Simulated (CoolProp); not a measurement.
The fluid at 283.02 K and 0.22 MPa (gas) is heated at constant pressure to 405.6 K. The same conditions are run with several fluids, on thermodynamics alone (safety and materials aside).

The numbers come from the reference Helmholtz-energy equation of state of each fluid (chloromethane (R40): Thol 2014; sulfur hexafluoride: Guder 2009; R143a: Lemmon and Jacobsen 2000; nitrous oxide: Lemmon 2006; hydrogen sulfide: Lemmon 2006) in CoolProp.

```tsv
fluid	heat (kJ/kg)	final density (kg/m³)
chloromethane (R40)	112	3.34
sulfur hexafluoride	…	…
R143a	…	…
nitrous oxide	114	2.88
hydrogen sulfide	…	…
```

**Question.** Fill in the missing entries.

**Answer.** 
- sulfur hexafluoride, heat (kJ/kg): 90.1
- sulfur hexafluoride, final density (kg/m³): 9.61
- R143a, heat (kJ/kg): 128
- R143a, final density (kg/m³): 5.55
- hydrogen sulfide, heat (kJ/kg): 127
- hydrogen sulfide, final density (kg/m³): 2.24
